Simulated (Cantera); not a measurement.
Input: 1 mol Si, 2.9 mol HCl, equilibrated at 325 °C and 15.0 mbar.

Equilibrium computed with Cantera from the NASA thermochemical tables; the gas is ideal and each condensed phase is pure. Candidate condensed phases: Si; 19 gas species. Kinetics and transport are ignored.

Base state: H2 0.651, SiCl4 0.303, SiHCl3 0.0452, SiH2Cl2 0.000336, HCl 0.000114 (mole fractions); condensed: Si(s).

### Question
What changes in the equilibrium state with this change: pressure from 15.0 mbar to 1.33 mbar?

### Answer
```csv
species,before,after
H2,0.651,0.658
SiCl4,0.303,0.316
SiHCl3,0.0452,0.0256
SiH2Cl2,0.000336,0.000104
HCl,0.000114,0.000213
"Si(s), mol",0.250,0.261
```

### Question
What changes in the equilibrium state with this change: temperature from 325 °C to 777 °C?

### Answer
| species | before | after |
|---|---|---|
| H2 | 0.651 | 0.615 |
| SiCl4 | 0.303 | 0.278 |
| HCl | 0.000114 | 0.0524 |
| SiCl3 | 1.35e-6 | 0.0113 |
| SiHCl3 | 0.0452 | 0.0339 |
| SiCl2 | 8.77e-9 | 0.00834 |
| SiH2Cl2 | 0.000336 | 0.000471 |
| Si(s), mol | 0.250 | 0.269 |
The tables' values for SiCl3 are old estimates; treat these amounts as uncertain.

### Question
What changes in the equilibrium state with this change: HCl from 2.9 to 10 mol?

### Answer
| species | before | after |
|---|---|---|
| HCl | 0.000114 | 0.667 |
| H2 | 0.651 | 0.222 |
| SiCl4 | 0.303 | 0.111 |
| SiHCl3 | 0.0452 | 9.71e-7 |
| SiH2Cl2 | 0.000336 | <1e-9 |
| Si(s), mol | 0.250 | 0 |
